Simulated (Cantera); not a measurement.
A freely propagating, adiabatic, planar premixed flame of CH₄ : CO : O₂ : N₂ : H₂O = 1 : 0.65 : 2.98 : 14 : 0.74 (molar parts), unburnt at 450 K and 840000 Pa; mixture-averaged transport, grid criteria slope 0.08 and curve 0.16, no radiation.

Computed with Cantera and GRI-Mech 3.0 (53 species, 325 reactions). Burning velocities carry a grid error of a few per cent, more on coarse grids.

How do the results move with these cheaper or finer settings: unity-Lewis-number transport; multicomponent transport; multicomponent+Soret transport; grid criteria slope 0.5, curve 1; grid criteria slope 0.25, curve 0.5; grid criteria slope 0.03, curve 0.06?


```
setting                               laminar burning velocity  thermal thickness  peak x(C₂H₆)  peak x(CH₂O)  grid points
------------------------------------  ------------------------  -----------------  ------------  ------------  -----------
as above                                             10.3 cm/s           0.212 mm      0.000220      0.000787          133
unity-Lewis-number transport                         10.1 cm/s           0.208 mm      0.000212      0.000641          131
multicomponent transport                             10.5 cm/s           0.213 mm      0.000226      0.000796          133
multicomponent+Soret transport                       10.4 cm/s           0.214 mm      0.000222      0.000789          133
grid criteria slope 0.5, curve 1                     11.0 cm/s           0.231 mm      0.000219      0.000774           33
grid criteria slope 0.25, curve 0.5                  10.8 cm/s           0.222 mm      0.000218      0.000790           51
grid criteria slope 0.03, curve 0.06                 10.2 cm/s           0.210 mm      0.000221      0.000789          308
```
The base run took roughly 29 core-seconds.
Unity Lewis numbers drop preferential diffusion, which matters most where H2 and H carry the flame; Soret adds thermal diffusion.
